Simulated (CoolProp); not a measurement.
Vapour-liquid equilibrium of R143a (1) + isobutane (2) at 0.0195 MPa; x and y are mole fractions of (1).

Model: multi-fluid Helmholtz-energy mixture model, Lemmon and Jacobsen 2000 and Bücker 2006; pair parameters Bell 2016, in CoolProp.

**Question.** Give the bubble temperature and the first vapour's composition at x = 0.05, 0.2, 0.35. Is there an azeotrope?

**Answer.** x = 0.05: -62.8 °C, y = 0.617; x = 0.2: -74.4 °C, y = 0.842; x = 0.35: -76.0 °C, y = 0.865. No azeotrope shows between x = 0.05 and 0.95.

Pair parameters are fitted to limited data, so mixtures are less certain than the pure fluids. With so large a gap from Raoult's law the liquid may split in two, which this calculation doesn't test in full.
